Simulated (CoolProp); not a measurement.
R1234ze(E) at several states: Z from the reference equation and from simpler models built on Tc = 382.5 K, pc = 3.635 MPa, ω = 0.313; each cubic takes its own stable root.

The numbers come from the reference Helmholtz-energy equation of state, Thol 2016 in CoolProp.

```csv
T (K),p (MPa),phase,reference
417.3,3.46,gas,0.7131
202.6,5.69,liquid,0.2683
215.3,1.27,liquid,0.05790
308.8,0.497,gas,0.8886
205.9,0.0863,liquid,0.004051
356.6,4.86,liquid,0.1935
```

### Question
How far does each simpler model (Redlich-Kwong, Soave-Redlich-Kwong) lie from the reference over these 6 states: mean and median of the absolute difference, and the worst?

### Answer
- Redlich-Kwong: mean 11.3 %, median 14.3 %, worst +20.7 % at 356.6 K and 4.86 MPa
- Soave-Redlich-Kwong: mean 8.6 %, median 10.9 %, worst +16.2 % at 356.6 K and 4.86 MPa
